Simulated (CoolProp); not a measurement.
Saturation properties of octamethylcyclotetrasiloxane (D4).

Values from CoolProp's reference Helmholtz-energy equation of state, Thol 2015.

```tsv
T (K)	p (MPa)	liquid cp (kJ/(kg K))	vapour Z
464.2	0.1471	2.037	0.8990
472.3	0.1770	2.059	0.8844
480.3	0.2109	2.081	0.8685
488.4	0.2502	2.105	0.8510
496.5	0.2948	2.130	0.8319
504.5	0.3446	2.157	0.8112
512.6	0.4014	2.186	0.7884
520.6	0.4643	2.218	0.7637
528.7	0.5354	2.255	0.7362
536.8	0.6149	2.299	0.7058
544.8	0.7022	2.352	0.6724
552.9	0.8004	2.424	0.6344
```

It boils at 448.9 K under 1 atm.
